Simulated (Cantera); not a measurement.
A closed system holds: 1 mol SiHCl3, a varied amount of H2, at 1375 °C and 0.320 bar.

Cantera equilibrium calculation (NASA polynomials, part measured and part estimated; ideal gas, pure solids and liquids). Candidate condensed phases: Si; 19 gas species. Kinetics and transport are ignored.

What share of the Si ends up in condensed phases as a function of n(H2) (mol), at 11, 19, 32, 54, 92, 150, 260?


```tsv
n(H2) (mol)	Si condensed (%)	as
11	25.4	Si(s)
19	38.7	Si(s)
32	51.8	Si(s)
54	64.2	Si(s)
92	75.0	Si(s)
150	82.7	Si(s)
260	88.9	Si(s)
```
